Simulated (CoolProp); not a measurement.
Values from CoolProp's reference Helmholtz-energy equation of state, Penoncello 2003.

### Question
Give the vapour pressure (kPa), vapour density (kg/m³), surface tension (mN/m), liquid viscosity (µPa s) of saturated CHF3 (R23) at -62.05, -53.25, -44.55 °C.

### Answer
```csv
T (°C),p (kPa),vapour density (kg/m³),surface tension (mN/m),liquid viscosity (µPa s)
-62.05,284,12.3,13.1,225
-53.25,419,17.9,11.5,199
-44.55,595,25.3,9.95,177
```

Viscosity comes from a separate model (Shan 2000). Surface tension comes from a separate correlation (Mulero 2012).
